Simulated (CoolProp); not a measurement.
Vapour-liquid equilibrium of R22 (1) + methanol (2) at 23.8 kPa; x and y are mole fractions of (1).

The numbers come from the multi-fluid Helmholtz-energy mixture model, Kamei 1995 and de Reuck 1993; pair parameters Bell 2016 in CoolProp.

| x | bubble temperature (K) | y at the bubble point | dew temperature at overall composition x (K) | liquid density (mol/L) |
|---|---|---|---|---|
| 0.05 | ___ | 0.955 | 303.8 | 25.21 |
| 0.125 | 234.5 | ___ | 302.1 | 24.89 |
| 0.2 | 226.2 | 0.996 | 300.4 | 24.27 |
| 0.275 | 221.3 | 0.998 | 298.5 | 23.59 |
| 0.35 | 217.9 | 0.999 | 296.4 | 22.88 |
| 0.425 | ___ | 0.999 | ___ | 22.17 |
| 0.5 | 213.6 | 0.999 | 291.6 | 21.48 |
| 0.575 | 212.0 | 0.999 | 288.7 | 20.79 |
| 0.65 | 210.7 | 0.999 | 285.3 | 20.12 |
| 0.725 | 209.6 | 1.000 | 281.2 | ___ |
| 0.8 | 208.5 | 1.000 | 275.9 | 18.83 |
| 0.875 | 207.4 | 1.000 | ___ | 18.20 |
| 0.95 | ___ | 1.000 | 255.6 | 17.58 |

**Question.** Complete the blanks.

**Answer.** 
- 0.05, bubble temperature (K): 254.2
- 0.125, y at the bubble point: 0.991
- 0.425, bubble temperature (K): 215.5
- 0.425, dew temperature at overall composition x (K): 294.1
- 0.725, liquid density (mol/L): 19.47
- 0.875, dew temperature at overall composition x (K): 268.6
- 0.95, bubble temperature (K): 206.3

No azeotrope shows between x = 0.05 and 0.95.

The pair parameters rest on a limited set of measurements; away from them the model extrapolates. With so large a gap from Raoult's law the liquid may split in two, which this calculation doesn't test in full.
